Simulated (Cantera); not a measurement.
# Ignition delay

Mixture: CH4 : C2H6 : C3H8 : O2 : N2 : H2O = 1 : 0.05 : 0.052 : 3.69 : 9.22 : 3 (molar parts), equivalence ratio 0.66, at 101000 Pa, adiabatic and at constant pressure. Ignition delay is the time to a rise of 400 K.

Model: GRI-Mech 3.0 (53 species, 325 reactions), integrated in Cantera.

```csv
T0 (K),delay (ms)
1075,49.5
1125,23.4
1175,11.1
1225,5.39
1275,2.67
1325,1.37
1375,0.737
1425,0.415
1475,0.246
```

```yaml
apparent activation energy between 1375 and 1475 K: 180 kJ/mol
```
